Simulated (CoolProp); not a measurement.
Vapour-liquid equilibrium of hydrogen chloride (1) + ethane (2) at -24.35 °C; x and y are mole fractions of (1).

Computed with CoolProp (multi-fluid Helmholtz-energy mixture model, Thol 2018 and Bücker 2006; pair parameters Bell 2016).

```
x      bubble pressure, mixture model (bar)  bubble pressure, Raoult's law (bar)  y, mixture model  y, Raoult's law
-----  ------------------------------------  -----------------------------------  ----------------  ---------------
0.05                                  13.52                                12.59             0.100            0.051
0.125                                   ___                                12.61             0.213            0.128
0.2                                     ___                                12.64             0.298            0.204
0.275                                   ___                                12.67             0.366            0.281
0.35                                    ___                                12.69             0.422            0.356
0.425                                   ___                                12.72             0.471            0.432
0.5                                   16.95                                12.75             0.515            0.507
0.575                                 16.94                                12.77             0.557            0.582
0.65                                  16.81                                12.80               ___            0.656
0.725                                 16.53                                12.82             0.647            0.730
0.8                                   16.06                                12.85             0.703            0.804
0.875                                 15.29                                12.88             0.778            0.878
0.95                                  14.09                                12.90             0.888            0.951
```

Q: What belongs in the gaps?

A: 
- 0.125, bubble pressure, mixture model (bar): 14.66
- 0.2, bubble pressure, mixture model (bar): 15.52
- 0.275, bubble pressure, mixture model (bar): 16.14
- 0.35, bubble pressure, mixture model (bar): 16.56
- 0.425, bubble pressure, mixture model (bar): 16.82
- 0.65, y, mixture model: 0.600

The largest gap from Raoult's law is +32.9 % in bubble pressure, at x = 0.5. y crosses x between x = 0.5 and 0.575: the model has an azeotrope there.

Pair parameters are fitted to limited data, so mixtures are less certain than the pure fluids.
